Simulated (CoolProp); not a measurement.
Ethanol at 403.02 K and 0.367 MPa is compressed adiabatically to 2.02 MPa with isentropic efficiency 0.7. Each further row changes one setting.

Values from CoolProp's reference Helmholtz-energy equation of state, Schroeder 2014.

```
case             work (kJ/kg)  final temperature (K)  final density (kg/m³)
---------------  ------------  ---------------------  ---------------------
as stated                 ___                  508.5                    ___
efficiency 1              ___                    ___                    ___
efficiency 0.65           190                    ___                    ___
```

**Question.** Complete the blanks.

**Answer.** 
- as stated, work (kJ/kg): 176
- as stated, final density (kg/m³): 24.8
- efficiency 1, work (kJ/kg): 123
- efficiency 1, final temperature (K): 488.3
- efficiency 1, final density (kg/m³): 26.7
- efficiency 0.65, final temperature (K): 513.8
- efficiency 0.65, final density (kg/m³): 24.4
